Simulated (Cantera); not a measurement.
Input (Python, Cantera):

```python
import numpy as np
import cantera as ct

gas = ct.Solution("gri30.yaml")


def delay(T, t_max=10):
    gas.TPX = T, 100000, {'CH4': 1, 'O2': 3.77, 'N2': 14.2, 'CO2': 0.76}
    reactor = ct.IdealGasReactor(gas, clone=False)
    net = ct.ReactorNet([reactor])
    net.rtol, net.atol = 1e-8, 1e-16
    while net.time < t_max:
        t_old, T_old = net.time, reactor.T
        net.step()
        if reactor.T > T + 400:  # ignition: a rise of 400 K
            return t_old + (T + 400 - T_old) / (reactor.T - T_old) * (net.time - t_old)
    return np.nan


taus = []
for T in [1100, 1175, 1250, 1325, 1400, 1475, 1550]:
    taus.append(delay(T))
    print(f"T0 = {T:6g} K   tau = {taus[-1]:.4e} s")
```

Result:

```
T0 =   1100 K   tau = 1.5422e-01 s
T0 =   1175 K   tau = 4.8774e-02 s
T0 =   1250 K   tau = 1.6894e-02 s
T0 =   1325 K   tau = 6.4040e-03 s
T0 =   1400 K   tau = 2.6646e-03 s
T0 =   1475 K   tau = 1.2230e-03 s
T0 =   1550 K   tau = 6.1830e-04 s
```

Model: GRI-Mech 3.0 (53 species, 325 reactions), integrated in Cantera.
